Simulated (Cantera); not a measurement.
A Cantera script and what it prints.

```python
import numpy as np
import cantera as ct

gas_names = [...]  # 116 gases of nasa_gas.yaml made of C, H, Mg, O
cond_names = """
    C(gr) C6H6(L) C7H8(L) C8H18(L),n-octa H2O(s) H2O(L) Mg(cr) Mg(L) MgCO3(s) MgO(s) MgO(L) MgO2H2(s)
""".split()


# ... load() reads the species with a 1 bar reference pressure and builds the phases ...
atoms = {
    'MgO': {'Mg': 1, 'O': 1},
    'CO': {'C': 1, 'O': 1},
    'H2': {'H': 2},
}
top_T = {'C(gr)': 4500}  # K; cautious upper limits of use, not melting points


# ... equilibrate(T, P, feed) seeds the gas with the atoms and calls Mixture.equilibrate('TP', solver="vcs", rtol=1e-11, max_steps=5000) ...
results = []
feed = {'MgO': 1, 'CO': 1.6, 'H2': 14}  # mol
P = 6900  # Pa
for T in [1025, 1075, 1125, 1175, 1225, 1275, 1325, 1375, 1425, 1475, 1525, 1575, 1625, 1675]:
    mix = equilibrate(T, P, feed)
    results.append((T, P, feed, dict(zip(mix.species_names, mix.species_moles))))
    x = sorted(zip(gas.X, gas.species_names), reverse=True)
    print(f"T = {T:g} K  P = {P:g} Pa  gas = {mix.phase_moles(0):.4g} mol")
    print("   x: " + "  ".join(f"{s} {v:.3e}" for v, s in x if v > 0.0001))
    print("   condensed (mol): " + ("  ".join(f"{mix.phase(i).name} {mix.phase_moles(i):.4g}"
          for i in range(1, mix.n_phases) if mix.phase_moles(i) > 1e-12) or "none"))
```

Output:

```
T = 1025 K  P = 6900 Pa  gas = 15.51 mol
   x: H2 8.945e-01  CO 1.000e-01  CH4 2.758e-03  H2O 2.409e-03  CO2 3.493e-04
   condensed (mol): MgO(s) 1
T = 1075 K  P = 6900 Pa  gas = 15.55 mol
   x: H2 8.958e-01  CO 1.012e-01  CH4 1.488e-03  H2O 1.327e-03  CO2 1.612e-04
   condensed (mol): MgO(s) 1
T = 1125 K  P = 6900 Pa  gas = 15.57 mol
   x: H2 8.965e-01  CO 1.018e-01  CH4 8.455e-04  H2O 7.664e-04
   condensed (mol): MgO(s) 1
T = 1175 K  P = 6900 Pa  gas = 15.58 mol
   x: H2 8.969e-01  CO 1.021e-01  CH4 5.035e-04  H2O 4.624e-04
   condensed (mol): MgO(s) 1
T = 1225 K  P = 6900 Pa  gas = 15.59 mol
   x: H2 8.971e-01  CO 1.023e-01  CH4 3.127e-04  H2O 2.902e-04
   condensed (mol): MgO(s) 1
T = 1275 K  P = 6900 Pa  gas = 15.59 mol
   x: H2 8.972e-01  CO 1.024e-01  CH4 2.015e-04  H2O 1.888e-04
   condensed (mol): MgO(s) 1
T = 1325 K  P = 6900 Pa  gas = 15.6 mol
   x: H2 8.973e-01  CO 1.024e-01  CH4 1.340e-04  H2O 1.270e-04
   condensed (mol): MgO(s) 1
T = 1375 K  P = 6900 Pa  gas = 15.6 mol
   x: H2 8.973e-01  CO 1.025e-01
   condensed (mol): MgO(s) 0.9999
T = 1425 K  P = 6900 Pa  gas = 15.6 mol
   x: H2 8.973e-01  CO 1.025e-01
   condensed (mol): MgO(s) 0.9996
T = 1475 K  P = 6900 Pa  gas = 15.6 mol
   x: H2 8.972e-01  CO 1.025e-01
   condensed (mol): MgO(s) 0.9989
T = 1525 K  P = 6900 Pa  gas = 15.6 mol
   x: H2 8.971e-01  CO 1.025e-01  H2O 1.576e-04  Mg 1.565e-04
   condensed (mol): MgO(s) 0.9976
T = 1575 K  P = 6900 Pa  gas = 15.61 mol
   x: H2 8.967e-01  CO 1.025e-01  Mg 2.915e-04  H2O 2.835e-04  H 1.498e-04
   condensed (mol): MgO(s) 0.9954
T = 1625 K  P = 6900 Pa  gas = 15.61 mol
   x: H2 8.962e-01  CO 1.025e-01  Mg 5.147e-04  H2O 4.986e-04  H 2.543e-04
   condensed (mol): MgO(s) 0.9919
T = 1675 K  P = 6900 Pa  gas = 15.62 mol
   x: H2 8.954e-01  CO 1.024e-01  Mg 8.752e-04  H2O 8.488e-04  H 4.183e-04
   condensed (mol): MgO(s) 0.9863
```

Method: chemical equilibrium by Gibbs-energy minimisation in Cantera with the NASA 1993 tables (ideal gas, pure condensed phases).
